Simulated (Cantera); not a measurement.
Feed: 1 mol C3H6, 0.72 mol NH3, held at 2448.15 K.

Method: chemical equilibrium by Gibbs-energy minimisation in Cantera with the NASA 1993 tables (ideal gas, pure condensed phases). Candidate condensed phases: C, C6H6, C7H8, C8H18; 92 gas species. Rates play no part.

### Question
At 1.20 Torr, list the 4 most abundant gas species with their mole fractions, and the condensed phases.

### Answer
H2 0.552, H 0.370, N2 0.0596, HCN 0.0113. Condensed: C(graphite).
